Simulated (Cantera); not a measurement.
Input: 1 mol CuO, 1.2 mol C, 0.2 mol CO, at 1.00 bar.

Method: chemical equilibrium by Gibbs-energy minimisation in Cantera with the NASA 1993 tables (ideal gas, pure condensed phases). Candidate condensed phases: C, Cu, CuO, Cu₂O; 15 gas species. Rates play no part.

x: gas mole fraction; n: condensed amount in mol.

| T (°C) | x CO | x CO₂ | x Cu | x Cu₂ | n C(graphite) | n Cu(s) | n Cu(l) |
|---|---|---|---|---|---|---|---|
| 602 | 0.262 | 0.738 | <1e-12 | <1e-12 | 0.710 | 1.00 | 0 |
| 752 | 0.787 | 0.213 | [?] | <1e-12 | 0.411 | 1.00 | 0 |
| 902 | 0.974 | 0.0257 | [?] | <1e-12 | 0.230 | 1.00 | 0 |
| 1052 | 0.996 | 0.00383 | [?] | 2.93e-11 | 0.205 | 1.00 | 0 |
| 1202 | 0.999 | 0.000830 | [?] | 1.78e-9 | 0.201 | 0 | 1.000 |
| 1352 | 1.000 | 0.000240 | [?] | 4.69e-8 | 0.200 | 0 | 1.000 |
| 1502 | 1.000 | 8.68e-5 | [?] | 6.94e-7 | 0.200 | 0 | 1.000 |
| 1652 | 0.998 | 3.70e-5 | [?] | 6.60e-6 | 0.200 | 0 | 0.997 |
| 1802 | 0.992 | 1.78e-5 | [?] | 4.45e-5 | 0.200 | 0 | 0.990 |

Problem. Fill in the missing entries.

Solution. 
- 752, x Cu: 4.15e-11
- 902, x Cu: 6.05e-9
- 1052, x Cu: 2.81e-7
- 1202, x Cu: 5.36e-6
- 1352, x Cu: 5.71e-5
- 1502, x Cu: 0.000404
- 1652, x Cu: 0.00208
- 1802, x Cu: 0.00842
